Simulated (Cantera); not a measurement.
An isothermal, constant-pressure homogeneous reactor starts with H2 : O2 : N2 = 0.17 : 1 : 0.35 (molar parts), at 1250 K and 0.00474 atm.

Computed with Cantera and the H2/O2 subset of GRI-Mech 3.0, which has no nitrogen chemistry. Radical loss at walls, strong at low pressure, is not modelled. The temperature is held fixed by assumption; the heat of reaction is taken as removed at once.

One state of this run: x H2 = 0.00403; x O2 = 0.586; x H2O = 0.0897; x H = 0.0301; x O = 0.0521. x: mole fraction; the columns are a selection and need not sum to one.

Question: Which value of t (s) does it belong to?
A) 0.502
B) 0.00398
C) 0.0631
D) 0.0158

Answer: D, 0.0158
